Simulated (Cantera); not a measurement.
# Carbon deposition, reforming and gasification: C2H4 + CO2

Input: 1 mol C2H4, 0.87 mol CO2, at 2200 K.

These are equilibrium values from Cantera (NASA tables, ideal gas, pure condensed phases), not measurements of a reactor. Candidate condensed phases: C, C6H6, C7H8, C8H18, H2O; 110 gas species. The ideal-gas law is rough above about 30 bar. Kinetics and transport are ignored.

```json
[
 {"P (Pa)": "10", "x H2": "0.298", "x CO": "0.394", "x H": "0.307", "x CH4": "2.33e-9", "x H2O": "6.69e-10", "x C2H2 (acetylene)": "0.000764", "n C(graphite)": "1.12"},
 {"P (Pa)": "100", "x H2": "0.443", "x CO": "0.438", "x H": "0.118", "x CH4": "5.15e-8", "x H2O": "1.10e-8", "x C2H2 (acetylene)": "0.00113", "n C(graphite)": "1.12"},
 {"P (Pa)": "1000", "x H2": "0.503", "x CO": "0.456", "x H": "0.0399", "x CH4": "6.65e-7", "x H2O": "1.31e-7", "x C2H2 (acetylene)": "0.00129", "n C(graphite)": "1.12"},
 {"P (Pa)": "10000", "x H2": "0.524", "x CO": "0.462", "x H": "0.0129", "x CH4": "7.20e-6", "x H2O": "1.38e-6", "x C2H2 (acetylene)": "0.00134", "n C(graphite)": "1.12"},
 {"P (Pa)": "100000", "x H2": "0.530", "x CO": "0.464", "x H": "0.00410", "x CH4": "7.39e-5", "x H2O": "1.40e-5", "x C2H2 (acetylene)": "0.00136", "n C(graphite)": "1.12"},
 {"P (Pa)": "1000000", "x H2": "0.531", "x CO": "0.465", "x H": "0.00130", "x CH4": "0.000742", "x H2O": "0.000141", "x C2H2 (acetylene)": "0.00136", "n C(graphite)": "1.12"},
 {"P (Pa)": "10000000", "x H2": "0.522", "x CO": "0.467", "x H": "0.000407", "x CH4": "0.00715", "x H2O": "0.00139", "x C2H2 (acetylene)": "0.00134", "n C(graphite)": "1.10"}
]
```
x: gas mole fraction; n: condensed amount in mol.

From 10.0 Pa to 100 bar the condensed part is C(graphite). The main C-bearing gas is CO throughout.
